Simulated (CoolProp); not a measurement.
Vapour-liquid equilibrium of R22 (1) + R134a (2) at 3.55 kPa; x and y are mole fractions of (1).

The numbers come from the multi-fluid Helmholtz-energy mixture model, Kamei 1995 and Tillner-Roth 1994; pair parameters Bell 2016 in CoolProp.

| x | bubble temperature, mixture model (°C) | bubble temperature, Raoult's law (°C) | y, mixture model | y, Raoult's law |
|---|---|---|---|---|
| 0.05 | -81.9 | -81.5 | 0.161 | 0.131 |
| 0.125 | -83.8 | -83.0 | 0.338 | 0.294 |
| 0.2 | -85.3 | -84.3 | 0.467 | 0.425 |
| 0.275 | -86.6 | -85.5 | 0.564 | 0.532 |
| 0.35 | -87.7 | -86.6 | 0.641 | 0.621 |
| 0.425 | -88.6 | -87.7 | 0.703 | 0.694 |
| 0.5 | -89.5 | -88.6 | 0.757 | 0.757 |
| 0.575 | -90.2 | -89.5 | 0.803 | 0.809 |
| 0.65 | -90.9 | -90.4 | 0.844 | 0.855 |
| 0.725 | -91.6 | -91.2 | 0.881 | 0.894 |
| 0.8 | -92.2 | -91.9 | 0.916 | 0.928 |
| 0.875 | -92.7 | -92.6 | 0.949 | 0.958 |
| 0.95 | -93.3 | -93.2 | 0.980 | 0.984 |

The largest gap from Raoult's law is -1.1 K in bubble temperature, at x = 0.275. No azeotrope shows between x = 0.05 and 0.95.

Pair parameters are fitted to limited data, so mixtures are less certain than the pure fluids.
